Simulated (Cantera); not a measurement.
Mixture: CH₃OH : O₂ : N₂ = 1 : 1.52 : 4.55 (molar parts), equivalence ratio 0.99, at 4.93 atm, adiabatic and at constant volume. Ignition delay is the time to a rise of 400 K.

Detailed kinetics in Cantera: GRI-Mech 3.0 (53 species, 325 reactions). GRI-Mech 3.0 was tuned for natural gas; its chemistry of methanol as a main component is partial and can be far from experiment.

Task: Predict: delay at 1275 K; delay at 1375 K; delay at 1475 K; delay at 1575 K; delay at 1675 K; delay at 1775 K; apparent activation energy between 1575 and 1775 K.

Result: 
```json
{
 "delay at 1275 K": "0.709 ms",
 "delay at 1375 K": "0.184 ms",
 "delay at 1475 K": "59.2 µs",
 "delay at 1575 K": "22.9 µs",
 "delay at 1675 K": "10.2 µs",
 "delay at 1775 K": "5.06 µs",
 "apparent activation energy between 1575 and 1775 K": "180 kJ/mol"
}
```
